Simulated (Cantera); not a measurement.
Charge: 1 mol H₂O, 0.0092 mol SO₂, 6.6 mol N₂, equilibrated at 2875 K and 7.50 Torr.

Cantera equilibrium calculation (NASA polynomials, part measured and part estimated; ideal gas, pure solids and liquids). Candidate condensed phases: H₂O, H₂SO₄, S; 35 gas species. Equilibrium is a limit: real reactors are often held back by kinetics, nucleation or transport.

Base state: N₂ 0.723, H 0.152, O 0.0661, H₂ 0.0206, OH 0.0144, O₂ 0.00835, NO 0.00778, H₂O 0.00651 (mole fractions); condensed: gas only.

**Question.** What changes in the equilibrium state with this change: pressure from 7.50 Torr to 0.638 Torr?

**Answer.** 
```
species    before     after
-------  --------  --------
N₂          0.723     0.690
H           0.152     0.201
O          0.0661    0.0977
H₂         0.0206   0.00306
OH         0.0144   0.00239
H₂O       0.00651  0.000122
SO₂      0.000117   3.72e-6
O₂        0.00835   0.00155
SO       0.000472  0.000120
```

**Question.** What changes in the equilibrium state with this change: H₂O replaced by NH₃?

**Answer.** 
```tsv
species	before	after
N₂	0.723	0.732
H	0.152	0.221
H₂	0.0206	0.0437
O	0.0661	0.00114
OH	0.0144	0.000362
O₂	0.00835	2.48e-6
SO₂	0.000117	7.53e-8
NO	0.00778	0.000135
H₂O	0.00651	0.000238
SO	0.000472	1.76e-5
```

**Question.** What changes in the equilibrium state with this change: H₂O replaced by HF?

**Answer.** 
```tsv
species	before	after
N₂	0.723	0.845
HF	0	0.104
F	0	0.0243
H	0.152	0.0233
OH	0.0144	6.62e-5
H₂	0.0206	0.000485
O	0.0661	0.00198
H₂O	0.00651	4.59e-6
O₂	0.00835	7.47e-6
SO₂	0.000117	2.85e-7
```
